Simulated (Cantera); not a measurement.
Feed: 1 mol Si2Cl6, 150 mol N2, equilibrated at 1700 K and 1.00 Torr.

Equilibrium computed with Cantera from the NASA thermochemical tables; the gas is ideal and each condensed phase is pure. Candidate condensed phases: Si, Si3N4; 13 gas species. The feed counts by its element totals alone. The tables' values for SiCl3 are old estimates; treat these amounts as uncertain. Kinetics and transport are ignored.

Base state: N2 0.976, SiCl2 0.0115, Cl 0.0113, SiCl3 0.00122, SiCl4 0.000253 (mole fractions); condensed: gas only.

What changes in the equilibrium state with this change: Si2Cl6 replaced by SiH4?


```
species       before     after
----------  --------  --------
N2             0.976     0.986
H2                 0    0.0129
Si           1.27e-7  0.000509
SiCl2         0.0115         0
Cl            0.0113         0
SiCl3        0.00122         0
H                  0  0.000459
SiCl4       0.000253         0
Si2N           <1e-9   2.02e-5
Si(l), mol         0     0.913
```
The tables' values for SiN are old estimates; treat these amounts as uncertain.
